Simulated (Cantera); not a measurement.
A closed system holds: 1 mol V, 0.47 mol O₂, 140 mol H₂, 0.59 mol N₂, at 1402 °C.

Equilibrium computed with Cantera from the NASA thermochemical tables; the gas is ideal and each condensed phase is pure. Candidate condensed phases: H₂O, V, VN, VO, V₂O₃, V₂O₄, V₂O₅; 28 gas species. Mutual solubility and eutectic melting of coexisting phases are not modelled. VN, VO: taken at fixed stoichiometry. Condensed phases not in the tables: solid solutions among these carbides, nitrides and lower oxides, V₂N, N, O or C dissolved in the metal. Equilibrium is a limit: real reactors are often held back by kinetics, nucleation or transport.

log p: log10 of the partial pressure in bar; n: condensed amount in mol.

| P (Pa) | log p H₂ | log p H | log p VO | log p N₂ | log p H₂O | log p V | log p VO₂ | n V(s) | n VO(s) | n VN(s) |
|---|---|---|---|---|---|---|---|---|---|---|
| 0.100 | -6.06 | -6.96 | -8.35 | -8.40 | -9.70 | -8.85 | -9.09 | 0 | 0 | 0 |
| 1.50 | -4.84 | -6.35 | -8.35 | -7.21 | -9.13 | -8.20 | -9.73 | 0.00882 | 0.887 | 0 |
| 22 | -3.66 | -5.77 | -8.35 | -6.04 | -7.95 | -8.20 | -9.73 | 0.0632 | 0.930 | 0 |
| 320 | -2.50 | -5.18 | -8.35 | -4.87 | -6.79 | -8.20 | -9.73 | 0.0669 | 0.933 | 0 |
| 4600 | -1.34 | -4.60 | -8.35 | -3.75 | -5.10 | -8.73 | -9.20 | 0 | 0.915 | (withheld) |
| 68000 | -0.17 | -4.02 | -8.35 | -2.60 | -3.35 | -9.30 | -8.63 | 0 | 0.849 | (withheld) |
| 1000000 | 1.00 | -3.44 | -8.35 | -1.54 | -1.66 | -9.84 | -8.10 | 0 | 0.630 | (withheld) |

**Question.** What belongs in the gaps?

**Answer.** 
- 4600, n VN(s): 0.0845
- 68000, n VN(s): 0.151
- 1000000, n VN(s): 0.370
